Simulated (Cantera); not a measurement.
## Thermodynamics of abatement and gas-phase synthesis, feed H2O + H2 + O2

A closed system holds: 1 mol H2O, 0.66 mol H2, 0.2 mol O2, equilibrated at 0.310 bar.

Cantera equilibrium calculation (NASA polynomials, part measured and part estimated; ideal gas, pure solids and liquids). Candidate condensed phases: H2O; 22 gas species. Ions and electrons are included (thermal ionisation). Rates play no part.

```json
[
 {"T (K)": "2500", "x H2O": "0.799", "x H": "0.0181", "x O": "0.00138", "x H2": "0.160", "x OH": "0.0187", "x O2": "0.00283"},
 {"T (K)": "2750", "x H2O": "0.687", "x H": "0.0526", "x O": "0.00961", "x H2": "0.183", "x OH": "0.0529", "x O2": "0.0145"},
 {"T (K)": "3000", "x H2O": "0.485", "x H": "0.131", "x O": "0.0370", "x H2": "0.215", "x OH": "0.0987", "x O2": "0.0331"},
 {"T (K)": "3250", "x H2O": "0.255", "x H": "0.267", "x O": "0.0936", "x H2": "0.214", "x OH": "0.126", "x O2": "0.0435"},
 {"T (K)": "3500", "x H2O": "0.0915", "x H": "0.429", "x O": "0.169", "x H2": "0.164", "x OH": "0.110", "x O2": "0.0362"},
 {"T (K)": "3750", "x H2O": "0.0230", "x H": "0.559", "x O": "0.231", "x H2": "0.0964", "x OH": "0.0697", "x O2": "0.0210"},
 {"T (K)": "4000", "x H2O": "0.00484", "x H": "0.633", "x O": "0.266", "x H2": "0.0489", "x OH": "0.0366", "x O2": "0.00994"},
 {"T (K)": "4250", "x H2O": "0.00103", "x H": "0.669", "x O": "0.283", "x H2": "0.0241", "x OH": "0.0184", "x O2": "0.00450"},
 {"T (K)": "4500", "x H2O": "0.000239", "x H": "0.686", "x O": "0.290", "x H2": "0.0122", "x OH": "0.00943", "x O2": "0.00211"},
 {"T (K)": "4750", "x H2O": "6.29e-5", "x H": "0.694", "x O": "0.293", "x H2": "0.00650", "x OH": "0.00507", "x O2": "0.00104"},
 {"T (K)": "5000", "x H2O": "1.86e-5", "x H": "0.698", "x O": "0.295", "x H2": "0.00365", "x OH": "0.00287", "x O2": "0.000549"}
]
```
x: gas mole fraction; nothing condenses.

From 2500 K to 5000 K nothing is condensed.
